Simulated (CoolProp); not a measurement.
n-pentane along the isobar 4.39 MPa: density (kg/m³) from the reference equation and from simpler models built on Tc = 196.5 °C, pc = 3.368 MPa, ω = 0.251; each cubic takes its own stable root.

Values from CoolProp's reference Helmholtz-energy equation of state, Thol 2019.

```tsv
T (°C)	phase	reference
163.95	liquid	456.2
180.55	liquid	421.0
197.15	supercritical	370.5
213.85	supercritical	253.4
230.45	supercritical	150.5
247.05	supercritical	121.2
263.75	supercritical	105.8
280.35	supercritical	95.65
296.95	supercritical	88.18
313.55	supercritical	82.31
330.25	supercritical	77.47
346.85	supercritical	73.41
```

How far does each simpler model (van der Waals, Redlich-Kwong, Soave-Redlich-Kwong, Peng-Robinson) lie from the reference over these 12 states: mean and median of the absolute difference, and the worst?


- van der Waals: mean 15.2 %, median 9.0 %, worst -35.7 % at 163.95 °C and 4.39 MPa
- Redlich-Kwong: mean 7.7 %, median 4.1 %, worst -18.4 % at 197.15 °C and 4.39 MPa
- Soave-Redlich-Kwong: mean 7.1 %, median 3.0 %, worst -18.5 % at 197.15 °C and 4.39 MPa
- Peng-Robinson: mean 3.4 %, median 2.0 %, worst -9.9 % at 197.15 °C and 4.39 MPa
